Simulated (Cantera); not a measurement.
A closed system holds: 1 mol B₂H₆, 45 mol H₂, 7.7 mol NH₃, held at 46.0 mbar.

These are equilibrium values from Cantera (NASA tables, ideal gas, pure condensed phases), not measurements of a reactor. Candidate condensed phases: B, BN; 15 gas species. The feed counts by its element totals alone. Gases not in the tables: B₂H₆ and higher boranes. Rates play no part.

Problem. Which condensed phases are stable at each of these points (T (K)): 900, 1050, 1200, 1350, 1500, 1650, 1800, 1950, 2100, 2250?

Solution. 
| T (K) | condensed phases | B condensed (%) |
|---|---|---|
| 900 | BN(s) | 100.0 |
| 1050 | BN(s) | 100.0 |
| 1200 | BN(s) | 100.0 |
| 1350 | BN(s) | 100.0 |
| 1500 | BN(s) | 100.0 |
| 1650 | BN(s) | 100.0 |
| 1800 | BN(s) | 100.0 |
| 1950 | BN(s) | 99.8 |
| 2100 | BN(s) | 98.8 |
| 2250 | B(s) | 94.6 |

From 900 K to 2100 K the condensed part is BN(s). At 2250 K the condensed part is B(s).
